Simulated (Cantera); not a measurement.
What does this Cantera script print?

```python
import numpy as np
import cantera as ct

gas = ct.Solution("gri30.yaml")
gas.TPX = 1650, 500000, {'H2': 1, 'O2': 0.278, 'N2': 1.04, 'H2O': 0.08}
reactor = ct.IdealGasReactor(gas, energy="on", clone=False)
net = ct.ReactorNet([reactor])
net.rtol, net.atol = 1e-08, 1e-16
show = ['H2', 'O2', 'H2O', 'H2O2', 'H']
times = np.geomspace(5e-06, 2, 14)

steps = ct.SolutionArray(gas, extra=["t"])
rows = []
print(f"{'t/s':>10s}{'T/K':>9s}{'P/Pa':>11s}" + "".join(f"{s:>11s}" for s in show))
for t in times:
    while net.time < t:
        t_next = net.step()
        steps.append(gas.state, t=t_next)
    rows.append([np.interp(t, steps.t, y) for y in (steps.T, steps.P, *steps(*show).X.T)])
    print(f"{t:10.3e}{rows[-1][0]:9.1f}{rows[-1][1]:11.4g}" + "".join(f"{x:11.3e}" for x in rows[-1][2:]))
rate = np.gradient(steps.T, steps.t)
print("integrator steps:", len(steps.t))
if steps.T.max() > steps.T[0] + 200:
    print(f"time of steepest temperature rise: {steps.t[rate.argmax()]:.4e} s")
gas.TPX = 1650, 500000, {'H2': 1, 'O2': 0.278, 'N2': 1.04, 'H2O': 0.08}
gas.equilibrate("UV")
print(f"equilibrium (UV): T = {gas.T:.1f} K  " + "  ".join(f"{s} {gas[s].X[0]:.3e}" for s in show))
```

Result:

```
       t/s      T/K       P/Pa         H2         O2        H2O       H2O2          H
 5.000e-06   3023.8   8.42e+05  1.953e-01  1.630e-03  2.615e-01  6.194e-07  4.582e-02
 1.349e-05   3135.3   8.66e+05  1.987e-01  1.030e-03  2.686e-01  5.345e-07  3.592e-02
 3.638e-05   3131.8  8.651e+05  1.995e-01  9.929e-04  2.680e-01  5.205e-07  3.559e-02
 9.812e-05   3127.3   8.64e+05  2.004e-01  9.534e-04  2.674e-01  5.054e-07  3.526e-02
 2.647e-04   3126.4  8.638e+05  2.006e-01  9.457e-04  2.672e-01  5.024e-07  3.519e-02
 7.139e-04   3126.4  8.638e+05  2.006e-01  9.457e-04  2.672e-01  5.024e-07  3.519e-02
 1.925e-03   3126.4  8.638e+05  2.006e-01  9.457e-04  2.672e-01  5.024e-07  3.519e-02
 5.194e-03   3126.4  8.638e+05  2.006e-01  9.457e-04  2.672e-01  5.024e-07  3.519e-02
 1.401e-02   3126.4  8.638e+05  2.006e-01  9.457e-04  2.672e-01  5.024e-07  3.519e-02
 3.778e-02   3126.4  8.638e+05  2.006e-01  9.457e-04  2.672e-01  5.024e-07  3.519e-02
 1.019e-01   3126.4  8.638e+05  2.006e-01  9.457e-04  2.672e-01  5.024e-07  3.519e-02
 2.749e-01   3126.4  8.638e+05  2.006e-01  9.457e-04  2.672e-01  5.024e-07  3.519e-02
 7.415e-01   3126.4  8.638e+05  2.006e-01  9.457e-04  2.672e-01  5.024e-07  3.519e-02
 2.000e+00   3126.4  8.638e+05  2.006e-01  9.457e-04  2.672e-01  5.024e-07  3.519e-02
integrator steps: 1076
time of steepest temperature rise: 1.8613e-06 s
equilibrium (UV): T = 3126.4 K  H2 2.006e-01  O2 9.457e-04  H2O 2.672e-01  H2O2 5.024e-07  H 3.519e-02
```

Model: GRI-Mech 3.0 (53 species, 325 reactions), integrated in Cantera. The hydrogen kinetics of GRI-Mech 3.0 are dated; newer H2 mechanisms differ, most at raised pressure. Above 3000 K some thermodynamic fits are extrapolated.
